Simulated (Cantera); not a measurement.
A freely propagating, adiabatic, planar premixed flame of 13.6 % CH4, 18.1 % O2, 68.3 % N2, unburnt at 550 K and 130000 Pa; mixture-averaged transport, grid criteria slope 0.08 and curve 0.16, no radiation.

Detailed kinetics in Cantera: GRI-Mech 3.0 (53 species, 325 reactions). Burning velocities carry a grid error of a few per cent, more on coarse grids.

### Question
Predict: laminar burning velocity; thermal thickness; peak x(CH2); peak x(H); peak x(CO); peak x(CH3).

### Answer
| Quantity | Result |
|---|---|
| laminar burning velocity | 36.2 cm/s |
| thermal thickness | 0.638 mm |
| peak x(CH2) | 4.21e-5 |
| peak x(H) | 0.00202 |
| peak x(CO) | 0.0869 |
| peak x(CH3) | 0.00298 |
